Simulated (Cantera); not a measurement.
**Dilute partial oxidation**

An isothermal, constant-pressure homogeneous reactor starts with CH3OH : O2 : N2 = 0.006 : 0.003 : 1 (molar parts), at 1175 K and 10500 Torr.

Computed with Cantera and GRI-Mech 3.0 (53 species, 325 reactions). GRI-Mech 3.0 was tuned for natural gas; its chemistry of methanol as a main component is partial and can be far from experiment. The pressure lies above the range GRI-Mech 3.0 was tuned for (to about 10 atm).

```tsv
t (s)	x CH3OH	x O2	x CO	x CH2	x NO	x CO2
6.00e-6	0.00595	0.00297	6.02e-10	7.99e-11	<1e-12	5.89e-10
3.60e-5	0.00595	0.00297	3.78e-9	7.99e-11	<1e-12	3.70e-9
0.000216	0.00595	0.00297	2.29e-8	7.98e-11	<1e-12	2.23e-8
0.00129	0.00594	0.00297	1.55e-7	7.97e-11	<1e-12	1.34e-7
0.00775	9.90e-5	0.000498	0.00546	4.66e-11	5.78e-11	0.000212
0.0464	6.19e-11	3.57e-6	0.00546	<1e-12	1.13e-10	0.000432
0.278	5.64e-12	9.11e-8	0.00542	<1e-12	4.30e-11	0.000472
1.67	<1e-12	7.52e-9	0.00540	<1e-12	1.64e-11	0.000496
10.0	<1e-12	3.41e-10	0.00537	<1e-12	2.72e-12	0.000524
```
x: mole fraction; the columns are a selection and need not sum to one.

Equilibrium at this temperature and pressure: CH3OH <1e-12, O2 <1e-12, CO 0.00414, CH2 <1e-12, NO <1e-12, CO2 0.00175 (gas phase only).
